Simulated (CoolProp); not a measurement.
The fluid at 330.36 K and 0.674 MPa is compressed adiabatically to 2.07 MPa with isentropic efficiency 1. The same conditions are run with several fluids, on thermodynamics alone (safety and materials aside).

Values from CoolProp's reference Helmholtz-energy equation of state of each fluid (carbonyl sulfide: Lemmon 2006; R407C: Lemmon 2003; CH2F2 (R32): Tillner-Roth 1997; hydrogen sulfide: Lemmon 2006; CF4 (R14): Platzer 1990). The equations of Platzer and Polt are older, rougher fits. Blends and air are pseudo-pure fits.

```
fluid             work (kJ/kg)  final temperature (K)  final density (kg/m³)
----------------  ------------  ---------------------  ---------------------
carbonyl sulfide          53.4                  412.9             (withheld)
R407C               (withheld)             (withheld)                   66.1
CH2F2 (R32)               61.2             (withheld)             (withheld)
hydrogen sulfide          99.5                  433.8                   20.5
CF4 (R14)           (withheld)                  381.9             (withheld)
```

Q: What belongs in the gaps?

A: 
- carbonyl sulfide, final density (kg/m³): 39.7
- R407C, work (kJ/kg): 34.2
- R407C, final temperature (K): 380.0
- CH2F2 (R32), final temperature (K): 405.9
- CH2F2 (R32), final density (kg/m³): 34.9
- CF4 (R14), work (kJ/kg): 36.9
- CF4 (R14), final density (kg/m³): 58.8
